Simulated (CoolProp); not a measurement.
Vapour-liquid equilibrium of R143a (1) + R152A (2) at 0.39 bar; x and y are mole fractions of (1).

Model: multi-fluid Helmholtz-energy mixture model, Lemmon and Jacobsen 2000 and Outcalt 1996; pair parameters Bell 2016, in CoolProp.

Problem. Give the bubble temperature and the first vapour's composition at x = 0.425, 0.575, 0.725. Is there an azeotrope?

Solution. x = 0.425: -57.4 °C, y = 0.720; x = 0.575: -60.0 °C, y = 0.815; x = 0.725: -62.2 °C, y = 0.889. No azeotrope shows between x = 0.05 and 0.95.

Pair parameters are fitted to limited data, so mixtures are less certain than the pure fluids.
